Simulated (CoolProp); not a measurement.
Values from CoolProp's reference Helmholtz-energy equation of state, Zhou 2011.

Question: For dimethyl carbonate, give the phase and the density (kg/m³), cp (kJ/(kg K)), cv (kJ/(kg K)), expansivity (1/kK) at 408.8 K and 1230 kPa; 408.8 K and 3070 kPa; 408.8 K and 7360 kPa.

Answer: 
- 408.8 K and 1230 kPa: liquid; density 908, cp 2.08, cv 1.53, expansivity 1.73
- 408.8 K and 3070 kPa: liquid; density 912, cp 2.07, cv 1.53, expansivity 1.68
- 408.8 K and 7360 kPa: liquid; density 921, cp 2.06, cv 1.53, expansivity 1.59
